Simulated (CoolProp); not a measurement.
Properties of R152A along the isobar 209 bar.

Model: reference Helmholtz-energy equation of state, Outcalt 1996, in CoolProp. It is a modified Benedict-Webb-Rubin equation, recast in Helmholtz form.

| T (°C) | phase | density (kg/m³) | cv (kJ/(kg K)) | conductivity (mW/(m K)) |
|---|---|---|---|---|
| -0.65 | liquid | 1004 | 1.106 | 124 |
| 16.85 | liquid | 971.6 | 1.130 | 117 |
| 34.35 | liquid | 938.6 | 1.154 | 111 |
| 51.85 | liquid | 904.5 | 1.180 | 105 |
| 69.35 | liquid | 869.1 | 1.206 | 99.0 |
| 86.85 | liquid | 832.2 | 1.232 | 93.8 |
| 104.35 | liquid | 793.5 | 1.258 | 89.0 |
| 121.85 | supercritical | 752.9 | 1.284 | 84.5 |
| 139.35 | supercritical | 710.3 | 1.310 | 80.5 |
| 156.85 | supercritical | 666.0 | 1.336 | 76.8 |
| 174.35 | supercritical | 620.5 | 1.361 | 73.4 |
| 191.85 | supercritical | 574.9 | 1.384 | 70.5 |
| 209.35 | supercritical | 530.6 | 1.407 | 68.0 |
| 226.85 | supercritical | 488.9 | 1.428 | 66.0 |

Thermal conductivity comes from a separate model (Krauss 1996).
